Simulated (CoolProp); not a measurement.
Vapour-liquid equilibrium of R141b (1) + n-pentane (2) at 0.0601 MPa; x and y are mole fractions of (1).

Model: multi-fluid Helmholtz-energy mixture model, Lemmon 2006 and Thol 2019; pair parameters Bell 2016, in CoolProp.

Problem. Give the bubble temperature and the first vapour's composition at x = 0.35, 0.85, 0.95. Is there an azeotrope?

Solution. x = 0.35: 17.3 °C, y = 0.408; x = 0.85: 17.1 °C, y = 0.827; x = 0.95: 17.6 °C, y = 0.938. y crosses x between x = 0.55 and 0.65: the model has an azeotrope there.

Pair parameters are fitted to limited data, so mixtures are less certain than the pure fluids.
